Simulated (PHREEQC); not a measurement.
Make-up at 25 °C: 0.18 mol/kgw CuCl2, 0.00018 mol/kgw HBF4 and 0.00041 mol/kgw Na2SO4. Closed to the air; pH follows from the charge balance.

Computed with PHREEQC (ion-association model, wateq4f.dat).

```tsv
quantity	before	after
pH	3.35	3.38
ionic strength (mol/kgw)	0.470	0.411
Cl- (mol/kgw)	0.324	0.293
SO4-2 (mol/kgw)	0.000168	0.000175
HSO4- (mol/kgw)	2.28e-6	3.57e-6
```

### Question
Name the change that produced these shifts.
A. HBF4 left out
B. HBF4 from 0.00018 to 0.000198 mol/kgw
C. CuCl2 replaced by CdCl2 at the same molality
D. HBF4 from 0.00018 to 0.00036 mol/kgw
E. temperature from 25 to 45 °C

### Answer
E, temperature from 25 to 45 °C

Precipitation was switched off in this run. Constants without temperature data keep their 25 °C values here. Real BF4- forms and hydrolyses slowly; the run takes it at equilibrium.
